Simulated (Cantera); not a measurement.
# Equilibrium for carbon deposition, reforming and gasification: acetone + NH3 + H2

Charge: 1 mol acetone, 0.21 mol NH3, 0.39 mol H2, at 0.0100 bar.

Cantera equilibrium calculation (NASA polynomials, part measured and part estimated; ideal gas, pure solids and liquids). Candidate condensed phases: C, C6H6, C7H8, C8H18, H2O; 136 gas species. The feed counts by its element totals alone. The numbers say what is thermodynamically allowed, not how fast it happens.

| T (K) | x H2 | x CO | x H | x N2 | x HCN | x C2H2 (acetylene) | x H2O | x CH4 | n C(graphite) |
|---|---|---|---|---|---|---|---|---|---|
| 998 | 0.770 | 0.207 | 1.89e-8 | 0.0219 | 6.52e-7 | 8.32e-10 | 0.000651 | 0.000578 | 2.00 |
| 1148 | 0.770 | 0.208 | 6.29e-7 | 0.0218 | 5.29e-6 | 2.86e-8 | 7.69e-5 | 0.000141 | 2.00 |
| 1298 | 0.770 | 0.208 | 9.40e-6 | 0.0218 | 2.63e-5 | 4.30e-7 | 1.49e-5 | 4.73e-5 | 2.00 |
| 1448 | 0.770 | 0.208 | 8.09e-5 | 0.0218 | 9.36e-5 | 3.66e-6 | 4.06e-6 | 1.98e-5 | 2.00 |
| 1598 | 0.770 | 0.208 | 0.000467 | 0.0217 | 0.000261 | 2.07e-5 | 1.42e-6 | 9.75e-6 | 2.00 |
| 1748 | 0.768 | 0.208 | 0.00200 | 0.0215 | 0.000608 | 8.67e-5 | 5.93e-7 | 5.43e-6 | 2.00 |
| 1898 | 0.763 | 0.207 | 0.00683 | 0.0211 | 0.00123 | 0.000287 | 2.85e-7 | 3.29e-6 | 1.99 |
| 2048 | 0.751 | 0.206 | 0.0194 | 0.0205 | 0.00220 | 0.000787 | 1.50e-7 | 2.11e-6 | 1.98 |
| 2198 | 0.725 | 0.203 | 0.0474 | 0.0194 | 0.00355 | 0.00184 | 8.44e-8 | 1.39e-6 | 1.96 |
| 2348 | 0.674 | 0.197 | 0.101 | 0.0179 | 0.00518 | 0.00368 | 4.84e-8 | 8.87e-7 | 1.93 |
x: gas mole fraction; n: condensed amount in mol.

From 998 K to 2348 K the condensed part is C(graphite). The main C-bearing gas is CO throughout.
